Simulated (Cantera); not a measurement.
A freely propagating, adiabatic, planar premixed flame of 2.65 % CH4, 3.98 % C2H6, 19.6 % O2, 73.7 % N2, unburnt at 373 K and 2.27 atm; mixture-averaged transport, grid criteria slope 0.08 and curve 0.16, no radiation.

Cantera simulation using GRI-Mech 3.0 (53 species, 325 reactions); the numbers are that mechanism's predictions, not measurements. Burning velocities carry a grid error of a few per cent, more on coarse grids.

Q: Predict: laminar burning velocity; thermal thickness; peak x(H2); peak x(HO2); peak x(CH2CO).

A: 
```json
{
  "laminar_burning_velocity": "46.8 cm/s",
  "thermal_thickness": "0.192 mm",
  "peak x(H2)": "0.0164",
  "peak x(HO2)": "0.000390",
  "peak x(CH2CO)": "0.000735"
}
```
